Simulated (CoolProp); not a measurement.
Aqueous potassium formate as a coolant, at 31 °C, 1 atm.

The numbers come from the Melinder's fits for secondary coolants in CoolProp.

```json
[
 {"mass %": "5.9", "freezing point (°C)": "-2.7", "density (kg/m³)": "1032", "Prandtl number": "5.79", "viscosity (mPa s)": "0.880", "cp (kJ/(kg K))": "3.961"},
 {"mass %": "11.1", "freezing point (°C)": "-5.6", "density (kg/m³)": "1063", "Prandtl number": "___", "viscosity (mPa s)": "___", "cp (kJ/(kg K))": "3.776"},
 {"mass %": "16.3", "freezing point (°C)": "-8.9", "density (kg/m³)": "___", "Prandtl number": "6.31", "viscosity (mPa s)": "1.02", "cp (kJ/(kg K))": "3.596"},
 {"mass %": "21.6", "freezing point (°C)": "-12.9", "density (kg/m³)": "1129", "Prandtl number": "6.75", "viscosity (mPa s)": "1.13", "cp (kJ/(kg K))": "3.420"},
 {"mass %": "26.8", "freezing point (°C)": "-17.7", "density (kg/m³)": "___", "Prandtl number": "7.30", "viscosity (mPa s)": "1.26", "cp (kJ/(kg K))": "3.257"},
 {"mass %": "32", "freezing point (°C)": "-23.5", "density (kg/m³)": "1199", "Prandtl number": "7.91", "viscosity (mPa s)": "1.40", "cp (kJ/(kg K))": "3.105"},
 {"mass %": "37.2", "freezing point (°C)": "-30.6", "density (kg/m³)": "1236", "Prandtl number": "8.55", "viscosity (mPa s)": "___", "cp (kJ/(kg K))": "2.967"},
 {"mass %": "42.4", "freezing point (°C)": "-39.1", "density (kg/m³)": "1275", "Prandtl number": "9.42", "viscosity (mPa s)": "1.73", "cp (kJ/(kg K))": "2.842"},
 {"mass %": "47.6", "freezing point (°C)": "-49.2", "density (kg/m³)": "1318", "Prandtl number": "11.2", "viscosity (mPa s)": "2.08", "cp (kJ/(kg K))": "2.723"}
]
```

Problem. Some entries are withheld; supply them.

Solution. 
- 11.1, Prandtl number: 6.02
- 11.1, viscosity (mPa s): 0.942
- 16.3, density (kg/m³): 1095
- 26.8, density (kg/m³): 1163
- 37.2, viscosity (mPa s): 1.55
